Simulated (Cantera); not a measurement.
## Premixed flame

A freely propagating, adiabatic, planar premixed flame of 24.2 % H2, 15.9 % O2, 59.8 % N2, unburnt at 623 K and 3750 Torr; unity-Lewis-number transport, grid criteria slope 0.08 and curve 0.16, no radiation.

Cantera simulation using the H2/O2 subset of GRI-Mech 3.0, which has no nitrogen chemistry; the numbers are that mechanism's predictions, not measurements. The hydrogen kinetics of GRI-Mech 3.0 are dated; newer H2 mechanisms differ, most at raised pressure. Unity Lewis numbers drop preferential diffusion, which matters most where H2 and H carry the flame. Burning velocities carry a grid error of a few per cent, more on coarse grids.

| z (mm) | T (K) | u (m/s) | x H2 | x O2 | x OH | x H | x H2O2 | x O |
|---|---|---|---|---|---|---|---|---|
| -0.138 | 623 | 4.59 | 0.242 | 0.159 | <1e-8 | <1e-8 | <1e-8 | <1e-8 |
| -0.0920 | 623 | 4.59 | 0.242 | 0.159 | <1e-8 | <1e-8 | 6.69e-8 | <1e-8 |
| -0.0690 | 624 | 4.60 | 0.242 | 0.159 | <1e-8 | <1e-8 | 3.58e-7 | 3.06e-8 |
| -0.0460 | 632 | 4.65 | 0.241 | 0.159 | 4.18e-8 | 2.95e-8 | 2.58e-6 | 5.69e-7 |
| -0.0230 | 750 | 5.48 | 0.228 | 0.152 | 5.00e-5 | 6.60e-5 | 2.63e-5 | 4.42e-5 |
| -0.0115 | 1055 | 7.56 | 0.186 | 0.132 | 0.000966 | 0.00304 | 4.01e-5 | 0.000690 |
| 0 | 1472 | 10.2 | 0.105 | 0.0937 | 0.00526 | 0.0185 | 1.37e-5 | 0.00471 |
| 0.0115 | 1751 | 11.9 | 0.0463 | 0.0630 | 0.0122 | 0.0259 | 4.92e-6 | 0.00971 |
| 0.0230 | 1903 | 12.8 | 0.0282 | 0.0518 | 0.0158 | 0.0208 | 3.14e-6 | 0.0106 |
| 0.0460 | 2059 | 13.7 | 0.0191 | 0.0466 | 0.0169 | 0.0120 | 1.96e-6 | 0.00813 |
| 0.0920 | 2190 | 14.4 | 0.0124 | 0.0441 | 0.0152 | 0.00540 | 1.32e-6 | 0.00486 |
| 0.184 | 2282 | 14.9 | 0.00683 | 0.0428 | 0.0121 | 0.00200 | 9.35e-7 | 0.00251 |
| 0.368 | 2334 | 15.2 | 0.00348 | 0.0423 | 0.00908 | 0.000699 | 7.22e-7 | 0.00126 |
x: mole fraction of selected species; z is measured from the peak of heat release.

The laminar burning velocity comes out as 459 cm/s. The thermal thickness comes out as 0.0460 mm and the peak x(OH) is 0.0170. The peak x(H) is 0.0260. The peak x(H2O2) comes out as 4.07e-5 and the peak x(O) comes out as 0.0107.
